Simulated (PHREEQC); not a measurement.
**Geothermal or formation water: an equilibrium model**

A made-up water analysis in mmol/kgw, 85 °C, pH 6.45: Na 413; K 17.2; Ca 84.2; Mg 6.13; Cl 581; S(6) 3.81; Alkalinity (meq/kgw) 0.0119; B 0.351.

Valence states are taken as typed.

All values are PHREEQC results (Pitzer model, pitzer.dat), not measurements.

Precipitation was switched off in this run.

Task: What activity of water does the model give?

Result: activity of water 0.982.

Task: In which forms is C present?

Result: HCO3- 69 %, CO2 31 % of the C.

Species that the database lacks are ignored. Constants without temperature data keep their 25 °C values here.
